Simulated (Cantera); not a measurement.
Mixture: CH4 : O2 : N2 = 1 : 4.88 : 21.5 (molar parts), equivalence ratio 0.41, at 3.00 bar, adiabatic and at constant pressure. Ignition delay is the time to a rise of 400 K.

Computed with Cantera and GRI-Mech 3.0 (53 species, 325 reactions).

### Question
What does this change do: N2 21.5 to 14 parts?

### Answer
```json
[
 {"quantity": "delay at 1075 K", "before": "74.5 ms", "after": "52.2 ms"},
 {"quantity": "delay at 1275 K", "before": "4.72 ms", "after": "3.28 ms"},
 {"quantity": "delay at 1475 K", "before": "0.526 ms", "after": "0.379 ms"},
 {"quantity": "delay at 1675 K", "before": "0.101 ms", "after": "76.6 µs"},
 {"quantity": "apparent activation energy between 1575 and 1775 K", "before": "160 kJ/mol", "after": "160 kJ/mol"}
]
```
